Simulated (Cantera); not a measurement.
Cantera run:

```python
import numpy as np
import cantera as ct

gas_names = """
    H H2 H2S N NH NH2 NH3 N2 N2H2 N2H4 Pb PbS Pb2 S SH SN S2 S8
""".split()
cond_names = """
    Pb(cr) Pb(L) PbS(s) PbS(L) S(cr1) S(cr2) S(L)
""".split()


def load(file, names, dense=False):
    # The tables refer to 1 bar. Condensed volumes are neglected.
    table = {s.name: s for s in ct.Species.list_from_file(file)}
    out = []
    for n in names:
        d = dict(table[n].input_data)
        d["thermo"] = dict(d["thermo"], **{"reference-pressure": 1e5})
        if dense:
            d["equation-of-state"] = {"model": "constant-volume", "density": "1e6 g/cm^3"}
        out.append(ct.Species.from_dict(d))
    return out


gas = ct.Solution(thermo="ideal-gas", species=load("nasa_gas.yaml", gas_names))
cond = {s.name: ct.Solution(thermo="fixed-stoichiometry", species=[s], name=s.name)
        for s in load("nasa_condensed.yaml", cond_names, dense=True)}
atoms = {
    'Pb': {'Pb': 1},
    'H2S': {'H': 2, 'S': 1},
    'N2': {'N': 2},
    'NH3': {'N': 1, 'H': 3},
}
top_T = {}  # K; cautious upper limits of use, not melting points


def equilibrate(T, P, feed):
    n = {}
    for name, mol in feed.items():
        for a, k in atoms[name].items():
            n[a] = n.get(a, 0.0) + k * mol
    gas.TPX = T, P, n
    mass = sum(n.values()) * gas.mean_molecular_weight
    gas.equilibrate("TP")
    valid = [c for c in cond.values() if c.min_temp <= T <= top_T.get(c.name, c.max_temp)]
    mix = ct.Mixture([(gas, mass / gas.mean_molecular_weight)] + [(c, 0.0) for c in valid])
    mix.T, mix.P = T, P
    mix.equilibrate("TP", solver="vcs", rtol=1e-11, max_steps=5000)
    return mix


results = []
feed = {'Pb': 1, 'H2S': 1.3, 'N2': 1.1, 'NH3': 0.22}  # mol
T = 2000  # K
P = 13332.2  # Pa
mix = equilibrate(T, P, feed)
results.append((T, P, feed, dict(zip(mix.species_names, mix.species_moles))))
x = sorted(zip(gas.X, gas.species_names), reverse=True)
print(f"T = {T:g} K  P = {P:g} Pa  gas = {mix.phase_moles(0):.4g} mol")
print("   x: " + "  ".join(f"{s} {v:.3e}" for v, s in x if v > 0.0001))
print("   condensed (mol): " + ("  ".join(f"{mix.phase(i).name} {mix.phase_moles(i):.4g}"
      for i in range(1, mix.n_phases) if mix.phase_moles(i) > 1e-12) or "none"))
```

Result:

```
T = 2000 K  P = 13332.2 Pa  gas = 4.15 mol
   x: H2 3.657e-01  N2 2.916e-01  PbS 1.487e-01  Pb 9.231e-02  S2 6.556e-02  H2S 2.019e-02  SH 1.107e-02  H 2.693e-03  S 2.230e-03
   condensed (mol): none
```

Equilibrium computed with Cantera from the NASA thermochemical tables; the gas is ideal and each condensed phase is pure.
